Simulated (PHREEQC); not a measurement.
**Nickel, zinc or cadmium bath: speciation**

Make-up at 80 °C: 150 mmol/kgw CdCl2, 0.69 mmol/kgw KCl and 15 mmol/kgw FeSO4. Closed to the air; pH follows from the charge balance.

Model: ion-association model, phreeqc.dat, run in PHREEQC.

```json
{
 "pH": "5.11",
 "ionic_strength": "0.201 mol/kgw",
 "density": "0.996 g/cm³"
}
```

```tsv
species	molality	activity	log γ
Cl-	0.138	0.0952	-0.162
CdCl+	0.0891	0.0642	-0.142
CdCl2	0.0289	0.0302	0.020
Cd+2	0.0224	0.00605	-0.569
Fe+2	0.0118	0.00342	-0.536
SO4-2	0.00754	0.00194	-0.590
CdCl3-	0.00507	0.00365	-0.142
CdSO4	0.00428	0.00448	0.020
FeSO4	0.00262	0.00275	0.020
K+	0.000671	0.000459	-0.164
```

Precipitation was switched off in this run. Away from 25 °C the constants follow the database's enthalpies or fits; those with neither stay at their 25 °C values.
